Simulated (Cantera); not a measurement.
## Thermodynamics of calcination and drying, feed Mg(OH)2 + C + CO2

Feed: 1 mol Mg(OH)2, 0.0068 mol C, 6.3 mol CO2, held at 1923 K.

These are equilibrium values from Cantera (NASA tables, ideal gas, pure condensed phases), not measurements of a reactor. Candidate condensed phases: C, C6H6, C7H8, C8H18, H2O, Mg, MgCO3, MgO, Mg(OH)2; 116 gas species. Equilibrium is a limit: real reactors are often held back by kinetics, nucleation or transport.

```csv
P (Pa),log p CO2,log p CO,log p H2O,log p O2,log p OH,n MgO(s)
10,-4.20,-4.81,-4.97,-5.12,-5.95,0.977
52,-3.43,-4.29,-4.20,-4.61,-5.44,0.998
270,-2.68,-3.79,-3.46,-4.11,-4.95,1.000
1400,-1.94,-3.30,-2.73,-3.63,-4.46,1.000
7200,-1.22,-2.81,-2.02,-3.15,-3.99,1.000
37000,-0.50,-2.33,-1.30,-2.69,-3.51,1.000
190000,0.21,-1.83,-0.59,-2.25,-3.05,1.000
1000000,0.93,-1.32,0.13,-1.83,-2.58,1.000
```
log p: log10 of the partial pressure in bar; n: condensed amount in mol.

From 10.0 Pa to 10.0 bar the condensed part is MgO(s). The main Mg-bearing gas is Mg at 10.0 Pa and Mg(OH)2 at 10.0 bar.
